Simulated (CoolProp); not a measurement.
CF4 (R14) along the isobar 30.6 bar: fugacity coefficient from the reference equation and from simpler models built on Tc = 227.4 K, pc = 37.62 bar, ω = 0.178; each cubic takes its own stable root.

The numbers come from the reference Helmholtz-energy equation of state, Platzer 1990 in CoolProp. This equation is an older, rougher fit; its heat capacities, sound speeds and derivatives of the liquid may be far off and weren't checked against measurements.

```tsv
T (K)	phase	reference
126.6	liquid	0.008313
133.8	liquid	0.01570
141	liquid	0.02743
148.2	liquid	0.04489
155.4	liquid	0.06944
162.6	liquid	0.1023
169.8	liquid	0.1445
177	liquid	0.1966
184.1	liquid	0.2579
191.3	liquid	0.3300
198.5	liquid	0.4114
205.7	liquid	0.5007
212.9	liquid	0.5958
```

### Question
How far does each simpler model (van der Waals, Redlich-Kwong, Soave-Redlich-Kwong, Peng-Robinson) lie from the reference over these 13 states: mean and median of the absolute difference, and the worst?

### Answer
- van der Waals: mean 227.2 %, median 123.9 %, worst +853.6 % at 126.6 K and 30.6 bar
- Redlich-Kwong: mean 26.1 %, median 24.6 %, worst +51.4 % at 126.6 K and 30.6 bar
- Soave-Redlich-Kwong: mean 1.2 %, median 1.3 %, worst +1.9 % at 191.3 K and 30.6 bar
- Peng-Robinson: mean 1.1 %, median 1.2 %, worst -2.0 % at 212.9 K and 30.6 bar
